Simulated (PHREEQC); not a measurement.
Hard or scaling water

Dissolve 75 mmol/kgw MgCl2, 20 mmol/kgw Na2SO4 and 0.27 mmol/kgw KCl at 85 °C. It is in equilibrium with CO2 at log p = 0 (atm). Otherwise closed; pH follows from the charge balance.

Equilibrium calculation in PHREEQC: ion-association model, wateq4f.dat.

Precipitation was switched off in this run.

Problem. Predict the pH, ionic strength.

Solution. pH 4.15; ionic strength 0.224 mol/kgw.

Problem. In which forms is S present?

Solution. MgSO4 76 %, SO4-2 22 %, NaSO4- 1.5 % of the S.

Species that the database lacks are ignored. Constants without temperature data keep their 25 °C values here.
